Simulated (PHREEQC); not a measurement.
A solution holds 8.7 mmol/kgw LiOH and 0.068 mmol/kgw K2CO3, at 25 °C. Closed to the air; pH follows from the charge balance.

Model: ion-association model, phreeqc.dat, run in PHREEQC.

```
quantity                   before    after
------------------------  -------  -------
pH                          11.89     9.64
ionic strength (mol/kgw)  0.00890   0.0256
CO3-2 (mol/kgw)           6.66e-5  1.64e-5
HCO3- (mol/kgw)           1.37e-6  5.16e-5
```

Task: Name the change that produced these shifts.
A) LiOH from 0.0087 to 0.00087 mol/kgw
B) LiOH replaced by Li2SO4 at the same molality
C) LiOH from 0.0087 to 0.00174 mol/kgw
D) temperature from 25 to 40 °C
E) temperature from 25 to 60 °C

Result: B, LiOH replaced by Li2SO4 at the same molality

No solid was allowed to form.
